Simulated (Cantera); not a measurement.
An isothermal, constant-pressure homogeneous reactor starts with 0.486 % CH4, 99.3 % H2, 0.228 % O2, equivalence ratio 220, at 2273 K and 10.00 Torr.

Detailed kinetics in Cantera: GRI-Mech 3.0 (53 species, 325 reactions). Radical loss at walls, strong at low pressure, is not modelled.

x: mole fraction; the columns are a selection and need not sum to one.

```csv
t (s),x CH4,x H2,x O2,x CH2O,x CO
2.00e-6,0.00486,0.993,0.00228,6.62e-12,<1e-12
5.49e-6,0.00486,0.993,0.00228,5.36e-11,<1e-12
1.51e-5,0.00486,0.993,0.00228,3.94e-10,3.05e-12
4.13e-5,0.00485,0.993,0.00228,?,5.46e-11
0.000113,0.00484,0.993,0.00227,?,1.06e-9
0.000311,0.00481,0.992,0.00222,?,3.06e-8
0.000854,0.00468,0.991,0.00188,?,1.05e-6
0.00234,0.00427,0.985,0.000382,?,1.13e-5
0.00643,0.00361,0.979,3.63e-8,5.56e-8,2.53e-5
0.0176,0.00196,0.973,3.13e-10,5.95e-8,9.07e-5
0.0484,0.000482,0.967,5.45e-10,?,0.000321
0.133,0.000142,0.961,6.65e-10,?,0.000895
0.364,6.66e-5,0.951,4.64e-10,?,0.00222
1.00,1.84e-5,0.938,9.22e-11,7.01e-10,0.00368
```

### Question
Complete the blanks.

### Answer

- 4.13e-5, x CH2O: 2.52e-9
- 0.000113, x CH2O: 1.46e-8
- 0.000311, x CH2O: 8.66e-8
- 0.000854, x CH2O: 2.98e-7
- 0.00234, x CH2O: 1.21e-7
- 0.0484, x CH2O: 2.35e-8
- 0.133, x CH2O: 9.05e-9
- 0.364, x CH2O: 4.36e-9
